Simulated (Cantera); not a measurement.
Cantera run, input and output.

```python
import numpy as np
import cantera as ct

gas = ct.Solution("gri30.yaml")
gas.TPX = 400, 190000, {'CH4': 1, 'H2': 0.94, 'O2': 3.58, 'N2': 13.5}
flame = ct.FreeFlame(gas, width=0.026)
flame.set_refine_criteria(ratio=3, slope=0.08, curve=0.16)
flame.transport_model = "mixture-averaged"
flame.solve(loglevel=0, auto=True)
z, T = flame.grid, flame.T
thick = (T[-1] - T[0]) / np.gradient(T, z).max()
show = ['CH4', 'H2', 'O2', 'C2H4', 'HCO', 'NO2']
print(f"laminar burning velocity  {flame.velocity[0] * 100:.3f} cm/s")
print(f"burnt temperature         {T[-1]:.1f} K")
print(f"thermal thickness         {thick * 1e3:.4f} mm")
print(f"grid points               {len(z)}")
z0 = z[flame.heat_release_rate.argmax()]
print(f"{'z/mm':>9s}{'T/K':>9s}{'u/(m/s)':>9s}" + "".join(f"{s:>11s}" for s in show))
rows = []
for k in (-3, -2, -1.5, -1, -0.5, -0.25, 0, 0.25, 0.5, 1, 2, 4, 8):
    zz = z0 + k * thick
    rows.append([k * thick, np.interp(zz, z, T), np.interp(zz, z, flame.velocity),
                 *(np.interp(zz, z, flame.X[gas.species_index(s)]) for s in show)])
    print(f"{rows[-1][0] * 1e3:9.3f}{rows[-1][1]:9.1f}{rows[-1][2]:9.3f}" + "".join(f"{x:11.3e}" for x in rows[-1][3:]))
```

It prints:

```
laminar burning velocity  38.548 cm/s
burnt temperature         1922.8 K
thermal thickness         0.2844 mm
grid points               145
     z/mm      T/K  u/(m/s)        CH4         H2         O2       C2H4        HCO        NO2
   -0.853    400.4    0.385  5.266e-02  4.776e-02  1.885e-01  4.054e-09  1.680e-19  7.147e-11
   -0.569    403.5    0.387  5.272e-02  4.459e-02  1.890e-01  6.723e-08  1.076e-16  1.062e-09
   -0.427    415.4    0.397  5.246e-02  4.062e-02  1.891e-01  4.807e-07  2.277e-14  6.740e-09
   -0.284    485.1    0.462  4.991e-02  3.307e-02  1.860e-01  4.965e-06  1.400e-11  5.390e-08
   -0.142    833.2    0.792  3.535e-02  2.154e-02  1.602e-01  4.767e-05  6.934e-08  1.403e-07
   -0.071   1181.1    1.125  1.982e-02  1.548e-02  1.292e-01  9.083e-05  2.455e-06  3.695e-08
    0.000   1520.4    1.450  4.719e-03  9.450e-03  9.340e-02  5.032e-05  1.291e-05  7.343e-09
    0.071   1679.3    1.599  3.106e-04  4.730e-03  7.368e-02  2.010e-06  3.438e-06  3.982e-09
    0.142   1748.4    1.659  1.274e-05  2.958e-03  6.735e-02  2.920e-08  1.972e-07  4.636e-09
    0.284   1822.3    1.722  2.615e-08  1.881e-03  6.352e-02  9.935e-12  3.267e-09  6.468e-09
    0.569   1879.8    1.771  1.905e-12  9.296e-04  6.167e-02  1.009e-16  3.420e-10  9.728e-09
    1.138   1909.4    1.796  5.427e-17  3.282e-04  6.113e-02  1.947e-22  2.364e-11  1.291e-08
    2.275   1920.2    1.805  1.112e-17  1.179e-04  6.109e-02 -3.889e-28  1.847e-12  1.266e-08
```

Detailed kinetics in Cantera: GRI-Mech 3.0 (53 species, 325 reactions). Burning velocities carry a grid error of a few per cent, more on coarse grids.
